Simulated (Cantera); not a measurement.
Feed: 1 mol Al2O3, 1.8 mol H2, at 1.33 mbar.

Cantera equilibrium calculation (NASA polynomials, part measured and part estimated; ideal gas, pure solids and liquids). Candidate condensed phases: Al, Al2O3, H2O; 19 gas species. The numbers say what is thermodynamically allowed, not how fast it happens.

Problem. Which condensed phases are stable at each of these points (T (°C)): 1077, 1227, 1377, 1527, 1677, 1827, 1977, 2127?

Solution. 
```
T (°C)  condensed phases  Al condensed (%)
------  ----------------  ----------------
1077            Al2O3(s)             100.0
1227            Al2O3(s)             100.0
1377            Al2O3(s)             100.0
1527            Al2O3(s)             100.0
1677            Al2O3(s)              99.9
1827            Al2O3(s)              99.8
1977            Al2O3(s)              99.3
2127            Al2O3(l)              98.1
```

From 1077 °C to 1977 °C the condensed part is Al2O3(s). At 2127 °C the condensed part is Al2O3(l).
